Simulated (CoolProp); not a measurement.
Saturation properties of CHF3 (R23).

The numbers come from the reference Helmholtz-energy equation of state, Penoncello 2003 in CoolProp.

| T (°C) | p (kPa) | enthalpy of vaporisation (kJ/kg) | liquid cp (kJ/(kg K)) |
|---|---|---|---|
| -75.05 | 149.2 | 233.5 | 1.251 |
| -71.65 | 178.1 | 230.6 | 1.258 |
| -68.25 | 211.3 | 227.6 | 1.266 |
| -64.85 | 249.1 | 224.5 | 1.275 |
| -61.45 | 292.0 | 221.3 | 1.285 |
| -58.05 | 340.3 | 218.1 | 1.296 |
| -54.55 | 396.1 | 214.6 | 1.308 |
| -51.15 | 456.9 | 211.2 | 1.320 |
| -47.75 | 524.4 | 207.6 | 1.334 |
| -44.35 | 599.3 | 203.9 | 1.349 |

It boils at -82.0 °C under 1 atm.
